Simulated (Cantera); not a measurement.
# Thermodynamics of silicon etching in halogen gases, feed Si + NF3

Feed: 1 mol Si, 3.5 mol NF3, at 575 °C and 6.50 Pa.

Method: chemical equilibrium by Gibbs-energy minimisation in Cantera with the NASA 1993 tables (ideal gas, pure condensed phases). Candidate condensed phases: Si, Si3N4; 16 gas species. Equilibrium is a limit: real reactors are often held back by kinetics, nucleation or transport.

- x(F): 0.595
- x(N2): 0.205
- x(SiF4): 0.117
- x(F2): 0.0827
- x(NF3): 4.68e-6
- gas amount: 8.543 mol
- log10 activity of Si(s) (absent): -86.57
